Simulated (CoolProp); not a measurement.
Methanol at 293.15 K and 0.00655 MPa is compressed adiabatically to 0.0196 MPa with isentropic efficiency 0.6. Each further row changes one setting.

Values from CoolProp's reference Helmholtz-energy equation of state, de Reuck 1993.

| case | work (kJ/kg) | final temperature (K) | final density (kg/m³) |
|---|---|---|---|
| as stated | … | 394.6 | 0.192 |
| efficiency 1 | … | … | … |
| efficiency 0.65 | … | … | … |

Problem. What belongs in the gaps?

Solution. 
- as stated, work (kJ/kg): 153
- efficiency 1, work (kJ/kg): 91.6
- efficiency 1, final temperature (K): 355.8
- efficiency 1, final density (kg/m³): 0.213
- efficiency 0.65, work (kJ/kg): 141
- efficiency 0.65, final temperature (K): 387.3
- efficiency 0.65, final density (kg/m³): 0.196
